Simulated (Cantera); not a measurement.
Charge: 1 mol Si, a varied amount of HCl, 4.2 mol N₂, equilibrated at 1023 K and 77.0 mbar.

Method: chemical equilibrium by Gibbs-energy minimisation in Cantera with the NASA 1993 tables (ideal gas, pure condensed phases). Candidate condensed phases: NH₄Cl, Si, Si₃N₄; 28 gas species. N₂ is the only nitrogen source here; it is nearly inert below about 1500 K, so the nitride shown seldom forms there in practice. Kinetics and transport are ignored.

### Question
Which condensed phases are stable at each of these points (n(HCl) (mol)): 3.2, 5.3, 7.4, 9.5, 12, 14, 16, 18, 20, 22, 24?

### Answer
| n(HCl) (mol) | condensed phases | Si condensed (%) |
|---|---|---|
| 3.2 | Si₃N₄(s) | 62.3 |
| 5.3 | Si₃N₄(s) | 34.0 |
| 7.4 | Si₃N₄(s) | 4.7 |
| 9.5 | gas only | 0.0 |
| 12 | gas only | 0.0 |
| 14 | gas only | 0.0 |
| 16 | gas only | 0.0 |
| 18 | gas only | 0.0 |
| 20 | gas only | 0.0 |
| 22 | gas only | 0.0 |
| 24 | gas only | 0.0 |

From 3.2 mol HCl to 7.4 mol HCl the condensed part is Si₃N₄(s). From 9.5 mol HCl to 24 mol HCl nothing is condensed.
